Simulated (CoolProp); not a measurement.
The fluid at 442.49 K and 2.97 MPa flows at 2.3 m/s in a round tube of 4.6 mm bore and 15 µm roughness, fully developed (64/Re and Nu = 3.66 if laminar; Colebrook and Gnielinski if turbulent). The same conditions are run with several fluids, on thermodynamics alone (safety and materials aside).

Computed with CoolProp (reference Helmholtz-energy equation of state of each fluid (sulfur hexafluoride: Guder 2009; R404A: Lemmon 2003; R142b: Lemmon 2006; R143a: Lemmon and Jacobsen 2000; oxygen: Schmidt 1985)). Blends and air are pseudo-pure fits.

| fluid | Reynolds number | Darcy friction factor | pressure drop (Pa/m) | heat-transfer coefficient (W/(m² K)) | mass flow (kg/h) |
|---|---|---|---|---|---|
| sulfur hexafluoride | (withheld) | 0.0288 | 2120 | 1050 | 17.6 |
| R404A | 49300 | (withheld) | (withheld) | 957 | 12.3 |
| R142b | (withheld) | 0.0286 | 1730 | 1180 | 14.4 |
| R143a | 45900 | 0.0293 | 1300 | 982 | 10.6 |
| oxygen | (withheld) | 0.0357 | 529 | 275 | 3.54 |

Problem. What belongs in the gaps?

Solution. 
- sulfur hexafluoride, Reynolds number: 58900
- R404A, Darcy friction factor: 0.0292
- R404A, pressure drop (Pa/m): 1500
- R142b, Reynolds number: 65200
- oxygen, Reynolds number: 9600

Above 300 K oxygen's equation is extrapolated.

Transport values come from each fluid's own correlations; those of R142b, R143a are estimates that may be off by 10 % or more.
